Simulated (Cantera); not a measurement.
An adiabatic, constant-volume homogeneous reactor starts with CH3OH : O2 : N2 : H2O = 1 : 1 : 3.76 : 0.38 (molar parts), at 1500 K and 1.58 atm. Integrator tolerance rtol = 1e-08.

Detailed kinetics in Cantera: GRI-Mech 3.0 (53 species, 325 reactions). GRI-Mech 3.0 was tuned for natural gas; its chemistry of methanol as a main component is partial and can be far from experiment.

```tsv
quantity	before	after
time of steepest temperature rise	98.6 µs	0.105 ms
temperature at 0.500 s	2879 K	2906 K
equilibrium temperature	2879 K	2906 K
x(CH3OH) at 0.500 s	<1e-12 (gas-phase equilibrium <1e-12)	<1e-12 (gas-phase equilibrium <1e-12)
x(O2) at 0.500 s	0.00361 (gas-phase equilibrium 0.00361)	0.00380 (gas-phase equilibrium 0.00380)
x(H2O) at 0.500 s	0.247 (gas-phase equilibrium 0.247)	0.230 (gas-phase equilibrium 0.230)
x(NO) at 0.500 s	0.00434 (gas-phase equilibrium 0.00434)	0.00467 (gas-phase equilibrium 0.00467)
x(HCN) at 0.500 s	3.09e-8 (gas-phase equilibrium 3.09e-8)	3.53e-8 (gas-phase equilibrium 3.53e-8)
x(C2H2) at 0.500 s	<1e-12 (gas-phase equilibrium <1e-12)	<1e-12 (gas-phase equilibrium <1e-12)
```

Name the change that produced these shifts.
A) constant pressure in place of constant volume
B) initial temperature 1500 to 1475 K
C) H2O 0.38 to 0.21 parts
D) initial temperature 1500 to 1350 K

C, H2O 0.38 to 0.21 parts
